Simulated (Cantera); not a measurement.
Charge: 1 mol Si, 0.026 mol CO₂, 4.7 mol N₂, equilibrated at 24.0 Pa.

Cantera equilibrium calculation (NASA polynomials, part measured and part estimated; ideal gas, pure solids and liquids). Candidate condensed phases: C, Si, SiC, SiO₂, Si₂N₂O, Si₃N₄; 34 gas species. N₂ is the only nitrogen source here; it is nearly inert below about 1500 K, so the nitride shown seldom forms there in practice. Mutual solubility and eutectic melting of coexisting phases are not modelled. The tables' values for SiN are old estimates; treat these amounts as uncertain. Rates play no part.

x: gas mole fraction; n: condensed amount in mol.

```
T (°C)   x N₂     x Si     x SiO      x CO  x Si₂C  n SiC(s)  n Si₂N₂O(s)  n Si₃N₄(s)  n Si(s)  n Si(l)
------  -----  -------  --------  --------  ------  --------  -----------  ----------  -------  -------
1175    0.999  2.04e-6  0.000398  0.000317       ?    0.0247       0.0491       0.292        0        0
1275    0.990  8.31e-5   0.00884  0.000719       ?    0.0230       0.0126       0.305        0        0
1375    0.988  0.00107    0.0105  0.000463       ?    0.0238            0           0    0.921        0
1475    0.983  0.00606    0.0101  0.000755       ?    0.0222            0           0        0    0.899
1575    0.962   0.0261   0.00934   0.00131       ?    0.0179            0           0        0    0.800
1675    0.889   0.0968   0.00790   0.00194       ?   0.00448            0           0        0    0.399
1775    0.825    0.163   0.00623   0.00290       ?         0            0           0        0        0
```

Task: Complete the blanks.

Result: 
- 1175, x Si₂C: 2.03e-9
- 1275, x Si₂C: 1.82e-7
- 1375, x Si₂C: 4.69e-6
- 1475, x Si₂C: 4.84e-5
- 1575, x Si₂C: 0.000356
- 1675, x Si₂C: 0.00212
- 1775, x Si₂C: 0.00164
